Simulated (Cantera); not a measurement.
A freely propagating, adiabatic, planar premixed flame of H₂ : O₂ : N₂ = 1 : 0.2 : 0.9 (molar parts), equivalence ratio 2.5, unburnt at 575 K and 750 Torr; mixture-averaged transport, grid criteria slope 0.08 and curve 0.16, no radiation.

Detailed kinetics in Cantera: the H2/O2 subset of GRI-Mech 3.0, which has no nitrogen chemistry. Burning velocities carry a grid error of a few per cent, more on coarse grids.

x: mole fraction of selected species; z is measured from the peak of heat release.

```csv
z (mm),T (K),u (m/s),x H₂,x O₂,x O,x H,x OH,x HO₂
-1.41,575,6.91,0.476,0.0952,<1e-8,<1e-8,<1e-8,<1e-8
-0.942,575,6.91,0.476,0.0952,<1e-8,<1e-8,<1e-8,<1e-8
-0.707,575,6.91,0.476,0.0952,<1e-8,<1e-8,<1e-8,<1e-8
-0.471,575,6.92,0.476,0.0952,<1e-8,___,<1e-8,___
-0.236,610,7.29,0.471,0.0949,1.72e-5,0.000412,8.74e-5,0.000228
-0.118,823,9.63,0.441,0.0883,0.000240,0.00793,0.000428,0.000132
0,1172,13.4,0.362,0.0579,0.00177,0.0391,0.00121,5.66e-5
0.118,1411,16.0,0.291,0.0165,0.00170,0.0679,0.00189,1.54e-5
0.236,1515,17.1,0.272,0.00304,0.000698,0.0718,0.00180,2.72e-6
0.471,1610,18.1,0.275,0.000238,0.000364,0.0628,0.00186,2.09e-7
0.942,1707,19.0,0.283,8.45e-5,0.000260,0.0495,0.00186,8.02e-8
1.88,1799,19.9,0.292,___,___,___,___,___
3.77,1877,20.7,0.299,2.52e-5,8.21e-5,0.0245,0.00132,2.76e-8
```

**Question.** Some entries are withheld; supply them.

**Answer.** 
- -0.471, x H: 1.63e-7
- -0.471, x HO₂: 1.61e-6
- 1.88, x O₂: 5.02e-5
- 1.88, x O: 0.000160
- 1.88, x H: 0.0361
- 1.88, x OH: 0.00167
- 1.88, x HO₂: 5.01e-8
